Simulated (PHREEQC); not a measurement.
# Buffer: an equilibrium model

Dissolve 0.15 mol HF, 0.00028 mol Na2B4O7 and 0.25 mol KCl per kg of water at 25 °C. Closed to the air; pH follows from the charge balance.

All values are PHREEQC results (ion-association model, wateq4f.dat), not measurements.

Each row changes one thing in this solution. Precipitation was switched off in this run.

```csv
case,pH,ionic strength (mol/kgw),HF (mol/kgw),H2F2 (mol/kgw),F- (mol/kgw),HF2- (mol/kgw)
as made,2.00,0.263,0.0876,0.0212,0.00901,0.00322
KCl replaced by KHF2 at the same molality,2.97,0.252,0.158,0.0692,0.153,___
Na2B4O7 replaced by NaHCO3 at the same molality,2.01,0.263,0.0895,0.0222,0.00938,0.00342
temperature from 25 to 20 °C,1.99,0.264,0.0837,0.0232,0.00929,0.00304
HF from 0.15 to 0.135 mol/kgw,2.02,0.263,0.0804,0.0179,0.00871,___
0.032 mol/kgw H3PO4 added,1.79,0.271,0.0903,0.0226,0.00579,0.00213
KCl replaced by NH4Cl at the same molality,2.00,0.263,0.0876,0.0212,0.00901,0.00322
Na2B4O7 left out,2.00,0.263,0.0895,0.0222,0.00928,___
```

Question: Complete the blanks.

Answer: 
- KCl replaced by KHF2 at the same molality, HF2- (mol/kgw): 0.0982
- HF from 0.15 to 0.135 mol/kgw, HF2- (mol/kgw): 0.00285
- Na2B4O7 left out, HF2- (mol/kgw): 0.00339

Species that the database lacks are ignored. wateq4f.dat counts part of the HF as a dimer, H2F2, which phreeqc.dat doesn't know; its constant is uncertain. H3PO4, which wateq4f.dat lacks, is added to it with the constant of phreeqc.dat. Real BF4- forms and hydrolyses slowly; the run takes it at equilibrium.
